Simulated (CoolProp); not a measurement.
Vapour-liquid equilibrium of propane (1) + n-butane (2) at -34.95 °C; x and y are mole fractions of (1).

Computed with CoolProp (multi-fluid Helmholtz-energy mixture model, Lemmon 2009 and Bücker 2006; pair parameters Kunz 2012).

Task: Give the bubble pressure and the first vapour's composition at x = 0.2, 0.5, 0.725. Is there an azeotrope?

Result: x = 0.2: 0.04435 MPa, y = 0.599; x = 0.5: 0.07886 MPa, y = 0.856; x = 0.725: 0.1050 MPa, y = 0.940. No azeotrope shows between x = 0.05 and 0.95.

Pair parameters are fitted to limited data, so mixtures are less certain than the pure fluids.
